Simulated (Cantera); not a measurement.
An adiabatic, constant-volume homogeneous reactor starts with CH4 : H2 : O2 : N2 = 1 : 0.36 : 6.81 : 58.6 (molar parts), equivalence ratio 0.32, at 1025 K and 8.49 atm. Integrator tolerance rtol = 1e-08.

Computed with Cantera and GRI-Mech 3.0 (53 species, 325 reactions).

```json
[
 {"quantity": "time of steepest temperature rise", "before": "22.9 ms", "after": "16.6 µs"},
 {"quantity": "temperature at 6.00 s", "before": "1528 K", "after": "2209 K"},
 {"quantity": "equilibrium temperature", "before": "1526 K", "after": "2209 K"},
 {"quantity": "x(CH4) at 6.00 s", "before": "<1e-12 (gas-phase equilibrium <1e-12)", "after": "<1e-12 (gas-phase equilibrium <1e-12)"},
 {"quantity": "x(H2) at 6.00 s", "before": "1.04e-7 (gas-phase equilibrium 1.00e-7)", "after": "5.06e-5 (gas-phase equilibrium 5.06e-5)"},
 {"quantity": "x(O2) at 6.00 s", "before": "0.0695 (gas-phase equilibrium 0.0691)", "after": "0.0653 (gas-phase equilibrium 0.0653)"},
 {"quantity": "x(CH2) at 6.00 s", "before": "<1e-12 (gas-phase equilibrium <1e-12)", "after": "<1e-12 (gas-phase equilibrium <1e-12)"},
 {"quantity": "x(C2H6) at 6.00 s", "before": "<1e-12 (gas-phase equilibrium <1e-12)", "after": "<1e-12 (gas-phase equilibrium <1e-12)"},
 {"quantity": "x(CH2CO) at 6.00 s", "before": "<1e-12 (gas-phase equilibrium <1e-12)", "after": "<1e-12 (gas-phase equilibrium <1e-12)"},
 {"quantity": "x(N2O) at 6.00 s", "before": "1.96e-7 (gas-phase equilibrium 1.94e-7)", "after": "1.46e-6 (gas-phase equilibrium 1.46e-6)"}
]
```

Question: Name the change that produced these shifts.
A) initial temperature 1025 to 1425 K
B) initial temperature 1025 to 1075 K
C) H2 0.36 to 0.2 parts
D) initial temperature 1025 to 1775 K

Answer: D, initial temperature 1025 to 1775 K
